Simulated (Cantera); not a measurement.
# Ignition delay

Mixture: 15.2 % CH4, 17.9 % O2, 67.0 % N2, at 7500 Torr, adiabatic and at constant pressure. Ignition delay is the time to a rise of 400 K.

Detailed kinetics in Cantera: GRI-Mech 3.0 (53 species, 325 reactions).

| T0 (K) | delay (ms) |
|---|---|
| 1150 | 11.7 |
| 1225 | 4.60 |
| 1300 | 1.92 |
| 1375 | 0.846 |
| 1450 | 0.390 |
| 1525 | 0.186 |
| 1600 | 0.0927 |

| Item | Value |
|---|---|
| apparent activation energy between 1450 and 1600 K | 180 kJ/mol |
